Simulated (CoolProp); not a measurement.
Fluorine along the isotherm 159.4 K: density (kg/m³) from the reference equation and from simpler models built on Tc = 144.4 K, pc = 5.240 MPa, ω = 0.045; each cubic takes its own stable root.

Values from CoolProp's reference Helmholtz-energy equation of state, de Reuck 1990.

```
p (MPa)          phase  reference  van der Waals  Redlich-Kwong  Soave-Redlich-Kwong  Peng-Robinson
-------  -------------  ---------  -------------  -------------  -------------------  -------------
0.0632             gas      1.817          1.817          1.818                1.817          1.818
0.144              gas      4.156          4.155          4.158                4.157          4.161
0.328              gas      9.548          9.545          9.558                9.556          9.578
0.746              gas      22.17          22.14          22.21                22.20          22.32
1.7                gas      53.18          53.01          53.37                53.32          53.96
3.86               gas      139.6          138.9          140.4                139.9          144.0
8.79     supercritical      588.7          573.2          559.1                546.2          585.5
20       supercritical       1002          811.9          966.9                961.1           1060
```
